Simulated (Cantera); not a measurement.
Charge: 1 mol HgO, a varied amount of H2, held at 1200 K and 370000 Pa.

Equilibrium computed with Cantera from the NASA thermochemical tables; the gas is ideal and each condensed phase is pure. Candidate condensed phases: H2O, Hg, HgO; 10 gas species. Rates play no part.

x: gas mole fraction; nothing condenses.

```csv
n(H2) (mol),x Hg,x H2,x H2O,x O2,x OH,x H,x HO2
0.051,0.656,3.96e-10,0.0334,0.311,1.38e-6,2.04e-12,…
0.076,0.650,5.96e-10,0.0494,0.300,1.66e-6,2.50e-12,…
0.11,0.643,8.74e-10,0.0707,0.286,1.96e-6,3.03e-12,…
0.17,0.631,1.38e-9,0.107,0.262,2.36e-6,3.82e-12,…
0.25,0.615,2.12e-9,0.154,0.231,2.74e-6,4.72e-12,2.48e-8
0.38,0.592,3.47e-9,0.225,0.183,3.13e-6,6.04e-12,2.53e-8
0.56,0.562,5.91e-9,0.315,0.124,3.35e-6,7.89e-12,…
0.84,0.521,1.42e-8,0.437,0.0417,3.01e-6,1.22e-11,…
1.3,0.435,0.130,0.435,<1e-12,9.86e-10,3.71e-8,<1e-12
1.9,0.345,0.310,0.345,<1e-12,5.07e-10,5.72e-8,<1e-12
2.8,0.263,0.474,0.263,<1e-12,3.13e-10,7.06e-8,<1e-12
4.2,0.192,0.615,0.192,<1e-12,2.01e-10,8.05e-8,<1e-12
```

Question: What belongs in the gaps?

Answer: 
- 0.051, x HO2: 1.45e-8
- 0.076, x HO2: 1.72e-8
- 0.11, x HO2: 1.98e-8
- 0.17, x HO2: 2.28e-8
- 0.56, x HO2: 2.22e-8
- 0.84, x HO2: 1.16e-8
